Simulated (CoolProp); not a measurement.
Properties of dimethyl ether along the isotherm 131.95 °C.

Values from CoolProp's reference Helmholtz-energy equation of state, Wu 2011.

| p (kPa) | phase | cv (kJ/(kg K)) | speed of sound (m/s) | isothermal compressibility (1/MPa) |
|---|---|---|---|---|
| 5560 | supercritical | 2.053 | … | 1.068 |
| 11100 | supercritical | 1.807 | 426.8 | 0.02024 |
| 16700 | supercritical | … | 544.4 | 0.01029 |
| 22200 | supercritical | 1.785 | … | 0.007061 |
| 27800 | supercritical | 1.785 | 693.0 | 0.005399 |
| 33300 | supercritical | 1.787 | 748.4 | 0.004409 |
| 38900 | supercritical | 1.790 | 797.8 | 0.003729 |
| 44400 | supercritical | 1.793 | 841.3 | 0.003245 |
| 50000 | supercritical | 1.797 | 881.7 | 0.002872 |

What belongs in the gaps?


- 5560, speed of sound (m/s): 163.0
- 16700, cv (kJ/(kg K)): 1.789
- 22200, speed of sound (m/s): 626.4
